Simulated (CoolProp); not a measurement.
Vapour-liquid equilibrium of R134a (1) + R123 (2) at 0.276 MPa; x and y are mole fractions of (1).

Computed with CoolProp (multi-fluid Helmholtz-energy mixture model, Tillner-Roth 1994 and Younglove 1994; pair parameters Bell 2016).

| x | bubble temperature (K) | y at the bubble point | dew temperature at overall composition x (K) | liquid density (mol/L) |
|---|---|---|---|---|
| 0.05 | 323.0 | 0.254 | 330.3 | 9.225 |
| 0.15 | 309.3 | 0.557 | 326.9 | 9.660 |
| 0.25 | 299.6 | 0.714 | 323.2 | 10.04 |
| 0.35 | 292.6 | 0.803 | 319.1 | 10.40 |
| 0.45 | 287.5 | 0.858 | 314.7 | 10.73 |
| 0.55 | 283.5 | 0.896 | 309.6 | 11.07 |
| 0.65 | 280.3 | 0.924 | 303.8 | 11.41 |
| 0.75 | 277.5 | 0.947 | 296.9 | 11.76 |
| 0.85 | 275.1 | 0.968 | 288.3 | 12.13 |
| 0.95 | 272.7 | 0.989 | 277.2 | 12.53 |

No azeotrope shows between x = 0.05 and 0.95.

The pair parameters rest on a limited set of measurements; away from them the model extrapolates.
